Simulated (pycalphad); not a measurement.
**Effect of V content in Si-V**

CALPHAD calculation (pycalphad, COST 507 light-alloy database (1999)), 1 atm. The data set is of 1999 and partly superseded. Amounts are mole fractions of atoms.

```
alloy             liquidus (°C)  first solid  solidus (°C)            phases at 877 °C
----------------  -------------  -----------  ------------  --------------------------
Si-1.75V (at.%)            1406   DIAMOND_A4          1402  DIAMOND_A4 0.95, SI2V 0.05
Si-2.62V (at.%)            1403   DIAMOND_A4          1402  DIAMOND_A4 0.92, SI2V 0.08
Si-3.49V (at.%)            1418         SI2V          1402  DIAMOND_A4 0.90, SI2V 0.10
Si-6.98V (at.%)            1494         SI2V          1402  DIAMOND_A4 0.79, SI2V 0.21
Si-10.47V (at.%)           1533         SI2V          1402  DIAMOND_A4 0.69, SI2V 0.31
Si-13.96V (at.%)           1564         SI2V          1402  DIAMOND_A4 0.58, SI2V 0.42
```

Database names, with the compositions (at.%) that they take in these runs: SI2V: Si 67 V 33. DIAMOND_A4 is diamond (Si).
